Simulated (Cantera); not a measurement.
Input: 1 mol SO2, 0.56 mol H2, held at 848.15 K and 1 atm.

Method: chemical equilibrium by Gibbs-energy minimisation in Cantera with the NASA 1993 tables (ideal gas, pure condensed phases). Candidate condensed phases: H2O, H2SO4, S; 19 gas species. Gases not in the tables: S3 to S7. Kinetics and transport are ignored.

Base state: SO2 0.531, H2O 0.357, S2 0.0635, H2S 0.0418, S2O 0.00586, H2 0.000176, S8 0.000123 (mole fractions); condensed: gas only.

Problem. What changes in the equilibrium state with this change: SO2 replaced by H2O?

Solution. 
```tsv
species	before	after
H2O	0.357	0.641
H2	0.000176	0.359
SO2	0.531	0
S2	0.0635	0
H2S	0.0418	0
S2O	0.00586	0
S8	0.000123	0
```
